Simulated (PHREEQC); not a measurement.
# Copper plating or etch bath: an equilibrium model

A solution holds 0.0076 mol/kgw CuSO4, 0.22 mol/kgw H2SO4 and 0.00024 mol/kgw KCl, at 75 °C. Closed to the air; pH follows from the charge balance.

The numbers come from PHREEQC with the ion-association model, wateq4f.dat.

```json
{
 "pH": "0.76",
 "ionic_strength": "0.254 mol/kgw",
 "activity_of_water": "0.992",
 "total_alkalinity": "-440 meq/kg"
}
```

```json
[
 {"species": "H+", "molality": "0.224", "activity": "0.173", "log γ": "-0.112"},
 {"species": "HSO4-", "molality": "0.216", "activity": "0.149", "log γ": "-0.161"},
 {"species": "SO4-2", "molality": "0.0105", "activity": "0.00249", "log γ": "-0.625"},
 {"species": "Cu+2", "molality": "0.00645", "activity": "0.00176", "log γ": "-0.564"},
 {"species": "CuSO4", "molality": "0.00114", "activity": "0.00121", "log γ": "0.025"},
 {"species": "K+", "molality": "0.000232", "activity": "0.000155", "log γ": "-0.175"},
 {"species": "Cl-", "molality": "0.000231", "activity": "0.000155", "log γ": "-0.175"}
]
```

Precipitation was switched off in this run. Away from 25 °C the constants follow the database's enthalpies or fits; those with neither stay at their 25 °C values.
